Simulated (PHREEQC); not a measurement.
Dissolve 100 mmol/kgw HCl, 22 mmol/kgw CuSO4 and 0.037 mmol/kgw MnSO4 at 25 °C. Closed to the air; pH follows from the charge balance.

The numbers come from PHREEQC with the ion-association model, phreeqc.dat.

Q: The ionic strength comes out as 0.146 mol/kgw. What activity coefficients do HSO4-, Cu+2, H+, CuCl+, Mn+2 get?

A: HSO4- 0.76, Cu+2 0.36, H+ 0.81, CuCl+ 0.74, Mn+2 0.36.

This is a speciation only: nothing precipitates in the calculation. Species that the database lacks are ignored.
